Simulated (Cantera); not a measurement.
**Adiabatic ignition**

An adiabatic, constant-volume homogeneous reactor starts with H₂ : O₂ : N₂ : H₂O = 1 : 0.278 : 1.04 : 0.2 (molar parts), at 1325 K and 0.290 bar.

Detailed kinetics in Cantera: GRI-Mech 3.0 (53 species, 325 reactions).

```
t (s)     T (K)  P (bar)   x H₂     x O₂   x H₂O      x NO    x H₂O₂     x OH     x N₂O
--------  -----  -------  -----  -------  ------  --------  --------  -------  --------
4.00e-6    1325    0.290  0.397    0.110  0.0794    <1e-12  1.15e-10  1.75e-9    <1e-12
1.66e-5    1325    0.290  0.397    0.110  0.0794    <1e-12   1.95e-9  2.69e-8    <1e-12
6.88e-5    1327    0.290  0.395    0.109  0.0811  1.79e-11   4.02e-7  8.75e-5  4.07e-11
0.000285   2361    0.487  0.175  0.00387   0.285   3.34e-5   1.03e-7   0.0205   1.10e-8
0.00118    2728    0.548  0.187  0.00137   0.306  0.000458   9.26e-8   0.0162   4.84e-8
0.00490    2727    0.548  0.188  0.00130   0.305   0.00164   8.97e-8   0.0158   5.71e-8
0.0203     2726    0.547  0.188  0.00128   0.305   0.00196   8.89e-8   0.0157   6.10e-8
0.0842     2726    0.547  0.188  0.00128   0.305   0.00196   8.89e-8   0.0157   6.10e-8
0.349      2726    0.547  0.188  0.00128   0.305   0.00196   8.89e-8   0.0157   6.10e-8
1.45       2726    0.547  0.188  0.00128   0.305   0.00196   8.89e-8   0.0157   6.10e-8
6.00       2726    0.547  0.188  0.00128   0.305   0.00196   8.89e-8   0.0157   6.10e-8
```
x: mole fraction; the columns are a selection and need not sum to one.

- time of steepest temperature rise: 98.4 µs
- temperature at 6.00 s: 2726 K
- equilibrium temperature: 2726 K
- x(H₂) at 6.00 s: 0.188 (gas-phase equilibrium 0.188)
- x(O₂) at 6.00 s: 0.00128 (gas-phase equilibrium 0.00128)
- x(H₂O) at 6.00 s: 0.305 (gas-phase equilibrium 0.305)
